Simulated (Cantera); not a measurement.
Mixture: CH₄ : C₂H₆ : O₂ : N₂ : H₂O = 1 : 0.034 : 2.86 : 19.2 : 0.91 (molar parts), at 26.6 atm, adiabatic and at constant volume. Ignition delay is the time to a rise of 400 K.

Model: GRI-Mech 3.0 (53 species, 325 reactions), integrated in Cantera. The pressure lies above the range GRI-Mech 3.0 was tuned for (to about 10 atm).

Question: Predict: delay at 1025 K; delay at 1100 K; delay at 1175 K; delay at 1250 K; delay at 1325 K; delay at 1400 K; apparent activation energy between 1250 and 1400 K.

Answer: 
| Property | Value |
|---|---|
| delay at 1025 K | 13.8 ms |
| delay at 1100 K | 4.43 ms |
| delay at 1175 K | 1.69 ms |
| delay at 1250 K | 0.726 ms |
| delay at 1325 K | 0.340 ms |
| delay at 1400 K | 0.168 ms |
| apparent activation energy between 1250 and 1400 K | 140 kJ/mol |
